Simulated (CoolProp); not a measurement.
Vapour-liquid equilibrium of n-hexane (1) + cyclohexane (2) at 358 K; x and y are mole fractions of (1).

Computed with CoolProp (multi-fluid Helmholtz-energy mixture model, Thol 2019 and Zhou 2014; pair parameters Bell 2016).

Question: Give the bubble pressure and the first vapour's composition at x = 0.05, 0.25, 0.65. Is there an azeotrope?

Answer: x = 0.05: 0.1178 MPa, y = 0.075; x = 0.25: 0.1294 MPa, y = 0.327; x = 0.65: 0.1489 MPa, y = 0.716. No azeotrope shows between x = 0.05 and 0.95.

The pair parameters rest on a limited set of measurements; away from them the model extrapolates.
